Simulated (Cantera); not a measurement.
A closed system holds: 1 mol Si, 0.0076 mol O₂, 630 mol H₂, at 1600 Pa.

Equilibrium computed with Cantera from the NASA thermochemical tables; the gas is ideal and each condensed phase is pure. Candidate condensed phases: H₂O, Si, SiO₂; 18 gas species. Gases not in the tables: Si₂H₆ and higher silanes. Rates play no part. All values below are at 1873 K.

Base state: H₂ 0.994, H 0.00509, Si 0.000551, SiH 6.48e-5, SiH₂ 4.88e-5, SiO 2.41e-5 (mole fractions); condensed: Si(l).

Problem. What changes in the equilibrium state with this change: Si replaced by Si₃N₄?

Solution. 
| species | before | after |
|---|---|---|
| H₂ | 0.994 | 0.991 |
| H | 0.00509 | 0.00508 |
| N₂ | 0 | 0.00315 |
| Si | 0.000551 | 0.000551 |
| SiH₂ | 4.88e-5 | 4.86e-5 |
| SiO | 2.41e-5 | 2.40e-5 |
| SiH | 6.48e-5 | 6.47e-5 |
| Si(l), mol | 0.558 | 2.55 |
Further candidate phases: Si₂N₂O, Si₃N₄.
